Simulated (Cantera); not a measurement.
A closed system holds: 1 mol CuO, 0.88 mol CH4, 1.6 mol H2, held at 2100 K.

Method: chemical equilibrium by Gibbs-energy minimisation in Cantera with the NASA 1993 tables (ideal gas, pure condensed phases). Candidate condensed phases: C, C6H6, C7H8, C8H18, Cu, CuO, Cu(OH)2, Cu2O, H2O; 113 gas species. The numbers say what is thermodynamically allowed, not how fast it happens.

Task: Which condensed phases are stable at each of these points (P (Pa)): 10, 100, 1000, 10000, 100000, 1000000?

Result: 
```
P (Pa)   condensed phases  Cu condensed (%)
-------  ----------------  ----------------
10               gas only               0.0
100              gas only               0.0
1000             gas only               0.0
10000               Cu(l)              49.9
100000              Cu(l)              95.5
1000000             Cu(l)              99.6
```

From 10.0 Pa to 10.0 mbar nothing is condensed. From 0.100 bar to 10.0 bar the condensed part is Cu(l).
